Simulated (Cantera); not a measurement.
Input: 1 mol PbO, 0.36 mol C, 0.034 mol CO.

These are equilibrium values from Cantera (NASA tables, ideal gas, pure condensed phases), not measurements of a reactor. Candidate condensed phases: C, Pb, PbO, PbO₂, Pb₃O₄; 15 gas species. Each liquid is taken as pure. Mutual solubility and eutectic melting of coexisting phases are not modelled. Equilibrium is a limit: real reactors are often held back by kinetics, nucleation or transport.

Task: What condenses at these points (T in K, P in Pa): (2448, 1000000); (2148, 190000); (1948, 190000); (1848, 10); (1848, 1000000); (1548, 52)?

Result: 
| T (K) | P in Pa | condensed phases | Pb condensed (%) |
|---|---|---|---|
| 2448 | 1000000 | gas only | 0.0 |
| 2148 | 190000 | gas only | 0.0 |
| 1948 | 190000 | Pb | 39.0 |
| 1848 | 10 | gas only | 0.0 |
| 1848 | 1000000 | Pb + PbO | 97.2 |
| 1548 | 52 | gas only | 0.0 |
